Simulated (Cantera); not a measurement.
# Thermodynamics of silicon nitride deposition, feed SiCl4 + N2 + H2

Feed: 1 mol SiCl4, 1.6 mol N2, 33 mol H2, at 47.0 Pa.

Method: chemical equilibrium by Gibbs-energy minimisation in Cantera with the NASA 1993 tables (ideal gas, pure condensed phases). Candidate condensed phases: NH4Cl, Si, Si3N4; 28 gas species. N2 is the only nitrogen source here; it is nearly inert below about 1500 K, so the nitride shown seldom forms there in practice. The tables' values for SiCl, SiCl3, SiN are old estimates; treat these amounts as uncertain. Gases not in the tables: Si2H6 and higher silanes. Kinetics and transport are ignored.

```
T (K)   x H2   x HCl    x N2       x H   x SiCl2      x Si  n Si3N4(s)  n Si(s)  n Si(l)
-----  -----  ------  ------  --------  --------  --------  ----------  -------  -------
775    0.863   0.111  0.0261  4.25e-11  2.70e-10    <1e-12       0.331        0        0
875    0.863   0.111  0.0260   2.15e-9   3.06e-8    <1e-12       0.332        0        0
975    0.863   0.111  0.0260   4.90e-8   1.30e-6    <1e-12       0.333        0        0
1075   0.863   0.111  0.0260   6.29e-7   2.73e-5    <1e-12       0.332        0        0
1175   0.863   0.110  0.0262   5.25e-6  0.000332  1.17e-11       0.329        0        0
1275   0.864   0.106  0.0276   3.16e-5   0.00244   2.98e-9       0.303        0        0
1375   0.867  0.0907  0.0324  0.000147   0.00972   3.10e-7       0.215        0        0
1475   0.865  0.0716  0.0437  0.000557    0.0187   1.22e-5           0    0.312        0
1575   0.865  0.0702  0.0437   0.00178    0.0193  0.000122           0    0.283        0
1675   0.861  0.0687  0.0435   0.00497    0.0198  0.000923           0    0.226        0
1775   0.850  0.0697  0.0432    0.0123    0.0183   0.00467           0        0    0.110
1875   0.824  0.0775  0.0425    0.0274    0.0128    0.0121           0        0        0
```
x: gas mole fraction; n: condensed amount in mol.

From 775 K to 1375 K the condensed part is Si3N4(s). From 1475 K to 1675 K the condensed part is Si(s). At 1775 K the condensed part is Si(l). At 1875 K nothing is condensed. The main Si-bearing gas is SiCl4 at 775 K and SiCl2 at 1875 K. The share of Si in condensed phases is highest at 975 K (99.8 %) and lowest at 1875 K (0.0 %).
